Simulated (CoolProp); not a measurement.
R404A at 432.47 K and 1.5 MPa flows at 0.14 m/s in a round tube of 2 mm bore and 1.5 µm roughness, fully developed (64/Re and Nu = 3.66 if laminar; Colebrook and Gnielinski if turbulent). Each further row changes one setting.

Model: reference Helmholtz-energy equation of state, Lemmon 2003, in CoolProp. It is a pseudo-pure fit of the blend.

```
case               Reynolds number  Darcy friction factor  pressure drop (Pa/m)  heat-transfer coefficient (W/(m² K))  mass flow (kg/h)
-----------------  ---------------  ---------------------  --------------------  ------------------------------------  ----------------
as stated                      685                 0.0935                  20.0                                  45.1            0.0690
velocity 0.28 m/s             1370                 0.0467                  39.9                                  45.1             0.138
diameter 4 mm                 1370                 0.0467                  4.99                                  22.6             0.276
```

Viscosity comes from a separate model (Geller 2000). Thermal conductivity comes from a separate model (Geller 2001).
